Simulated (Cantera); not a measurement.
An adiabatic, constant-volume homogeneous reactor starts with 16.3 % CH4, 2.77 % CO, 17.0 % O2, 63.9 % N2, equivalence ratio 2.0, at 1700 K and 0.306 atm.

Cantera simulation using GRI-Mech 3.0 (53 species, 325 reactions); the numbers are that mechanism's predictions, not measurements.

One state of this run: T (K) = 2772; P (bar) = 0.599; x CH4 = 1.25e-12; x CO = 0.143; x O2 = 0.000493; x OH = 0.00848; x NO = 0.00142; x N2O = 5.09e-8. x: mole fraction; the columns are a selection and need not sum to one.

Problem. Which value of t (s) does it belong to?
A) 3.33e-5
B) 2.00e-6
C) 0.00141
D) 0.0235

Solution. D, 0.0235
